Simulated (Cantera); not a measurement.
Input: 1 mol Si2Cl6, 0.14 mol Cl2, 11 mol H2, at 2.00 mbar.

Cantera equilibrium calculation (NASA polynomials, part measured and part estimated; ideal gas, pure solids and liquids). Candidate condensed phases: Si; 19 gas species. The feed counts by its element totals alone. The numbers say what is thermodynamically allowed, not how fast it happens.

**Question.** What share of the Si ends up in condensed phases as a function of T (K), at 1100, 1125, 1150, 1175, 1200, 1225, 1250, 1275, 1300, 1325, 1350, 1375, 1400, 1425?

**Answer.** 
```json
[
 {"T (K)": "1100", "Si condensed (%)": "26.2", "as": "Si(s)"},
 {"T (K)": "1125", "Si condensed (%)": "25.3", "as": "Si(s)"},
 {"T (K)": "1150", "Si condensed (%)": "23.8", "as": "Si(s)"},
 {"T (K)": "1175", "Si condensed (%)": "21.8", "as": "Si(s)"},
 {"T (K)": "1200", "Si condensed (%)": "19.5", "as": "Si(s)"},
 {"T (K)": "1225", "Si condensed (%)": "17.1", "as": "Si(s)"},
 {"T (K)": "1250", "Si condensed (%)": "14.7", "as": "Si(s)"},
 {"T (K)": "1275", "Si condensed (%)": "12.7", "as": "Si(s)"},
 {"T (K)": "1300", "Si condensed (%)": "10.9", "as": "Si(s)"},
 {"T (K)": "1325", "Si condensed (%)": "9.5", "as": "Si(s)"},
 {"T (K)": "1350", "Si condensed (%)": "8.3", "as": "Si(s)"},
 {"T (K)": "1375", "Si condensed (%)": "7.3", "as": "Si(s)"},
 {"T (K)": "1400", "Si condensed (%)": "6.5", "as": "Si(s)"},
 {"T (K)": "1425", "Si condensed (%)": "5.8", "as": "Si(s)"}
]
```
